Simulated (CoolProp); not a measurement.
Values from CoolProp's reference Helmholtz-energy equation of state, Zhou 2014.

### Question
Give the vapour pressure (MPa), enthalpy of vaporisation (kJ/kg), liquid cp (kJ/(kg K)), vapour Z of saturated cyclohexane at 325.2 K.

### Answer
| T (K) | p (MPa) | enthalpy of vaporisation (kJ/kg) | liquid cp (kJ/(kg K)) | vapour Z |
|---|---|---|---|---|
| 325.2 | 0.0391 | 375 | 1.99 | 0.981 |
